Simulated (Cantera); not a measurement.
A closed system holds: 1 mol C2H4, 33 mol H2, at 10.0 mbar.

These are equilibrium values from Cantera (NASA tables, ideal gas, pure condensed phases), not measurements of a reactor. Candidate condensed phases: C, C6H6, C7H8, C8H18; 76 gas species. The numbers say what is thermodynamically allowed, not how fast it happens.

x: gas mole fraction; n: condensed amount in mol.

```
T (K)   x H2     x H  x C2H2 (acetylene)     x C2H  n C(graphite)
-----  -----  ------  ------------------  --------  -------------
1975   0.986  0.0136            0.000640   1.52e-7           1.95
2025   0.980  0.0191            0.000887   3.51e-7           1.94
2075   0.973  0.0263             0.00121   7.80e-7           1.91
2125   0.963  0.0356             0.00161   1.67e-6           1.88
2175   0.950  0.0476             0.00212   3.43e-6           1.85
2225   0.935  0.0626             0.00274   6.82e-6           1.80
2275   0.915  0.0812             0.00349   1.31e-5           1.74
2325   0.892   0.104             0.00436   2.44e-5           1.67
2375   0.864     [?]                 [?]       [?]           1.59
2425   0.830     [?]                 [?]       [?]           1.49
2475   0.792   0.200             0.00770  0.000133           1.38
```

Question: Complete the blanks.

Answer: 
- 2375, x H: 0.131
- 2375, x C2H2 (acetylene): 0.00536
- 2375, x C2H: 4.42e-5
- 2425, x H: 0.163
- 2425, x C2H2 (acetylene): 0.00648
- 2425, x C2H: 7.76e-5
